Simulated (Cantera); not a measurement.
**Equilibrium for halide evaporation, hydrolysis and transport: LiCl + H2O + H2**

Input: 1 mol LiCl, 2.1 mol H2O, 16 mol H2, held at 13.3 mbar.

These are equilibrium values from Cantera (NASA tables, ideal gas, pure condensed phases), not measurements of a reactor. Candidate condensed phases: H2O, Li, LiCl, LiH, LiOH, Li2O; 25 gas species. Equilibrium is a limit: real reactors are often held back by kinetics, nucleation or transport.

At 825 K the condensed part is LiCl(s). At 925 K the condensed part is LiCl(l). From 1025 K to 1725 K nothing is condensed. The main Li-bearing gas is Li2Cl2 at 825 K and LiCl at 1725 K.

```json
[
 {"T (K)": "825", "log p H2": "-1.93", "log p H2O": "-2.81", "log p LiCl": "-5.77", "log p Li2Cl2": "-5.44", "log p HCl": "-7.53", "n LiCl(s)": "0.987", "n LiCl(l)": "0"},
 {"T (K)": "925", "log p H2": "-1.93", "log p H2O": "-2.81", "log p LiCl": "-4.44", "log p Li2Cl2": "-4.18", "log p HCl": "-6.68", "n LiCl(s)": "0", "n LiCl(l)": "0.752"},
 {"T (K)": "1025", "log p H2": "-1.94", "log p H2O": "-2.83", "log p LiCl": "-3.62", "log p Li2Cl2": "-3.65", "log p HCl": "-6.03", "n LiCl(s)": "0", "n LiCl(l)": "0"},
 {"T (K)": "1125", "log p H2": "-1.95", "log p H2O": "-2.83", "log p LiCl": "-3.32", "log p Li2Cl2": "-3.96", "log p HCl": "-5.62", "n LiCl(s)": "0", "n LiCl(l)": "0"},
 {"T (K)": "1225", "log p H2": "-1.95", "log p H2O": "-2.83", "log p LiCl": "-3.20", "log p Li2Cl2": "-4.49", "log p HCl": "-5.34", "n LiCl(s)": "0", "n LiCl(l)": "0"},
 {"T (K)": "1325", "log p H2": "-1.95", "log p H2O": "-2.84", "log p LiCl": "-3.17", "log p Li2Cl2": "-5.07", "log p HCl": "-5.13", "n LiCl(s)": "0", "n LiCl(l)": "0"},
 {"T (K)": "1425", "log p H2": "-1.95", "log p H2O": "-2.84", "log p LiCl": "-3.17", "log p Li2Cl2": "-5.61", "log p HCl": "-4.96", "n LiCl(s)": "0", "n LiCl(l)": "0"},
 {"T (K)": "1525", "log p H2": "-1.95", "log p H2O": "-2.84", "log p LiCl": "-3.17", "log p Li2Cl2": "-6.09", "log p HCl": "-4.81", "n LiCl(s)": "0", "n LiCl(l)": "0"},
 {"T (K)": "1625", "log p H2": "-1.95", "log p H2O": "-2.84", "log p LiCl": "-3.17", "log p Li2Cl2": "-6.52", "log p HCl": "-4.66", "n LiCl(s)": "0", "n LiCl(l)": "0"},
 {"T (K)": "1725", "log p H2": "-1.95", "log p H2O": "-2.84", "log p LiCl": "-3.18", "log p Li2Cl2": "-6.90", "log p HCl": "-4.53", "n LiCl(s)": "0", "n LiCl(l)": "0"}
]
```
log p: log10 of the partial pressure in bar; n: condensed amount in mol.
